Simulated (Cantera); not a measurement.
Feed: 1 mol V₂O₅, a varied amount of H₂, 84 mol N₂, equilibrated at 1323.15 K and 840000 Pa.

Cantera equilibrium calculation (NASA polynomials, part measured and part estimated; ideal gas, pure solids and liquids). Candidate condensed phases: H₂O, V, VN, VO, V₂O₃, V₂O₄, V₂O₅; 28 gas species. Condensed phases not in the tables: the oxides between V₂O₃ and V₂O₅ other than VO₂. Equilibrium is a limit: real reactors are often held back by kinetics, nucleation or transport.

**Question.** At 17 mol H₂, list the 4 most abundant gas species with their mole fractions, and the condensed phases.

**Answer.** N₂ 0.832, H₂ 0.148, H₂O 0.0198, NH₃ 4.96e-5. Condensed: V₂O₃(s).
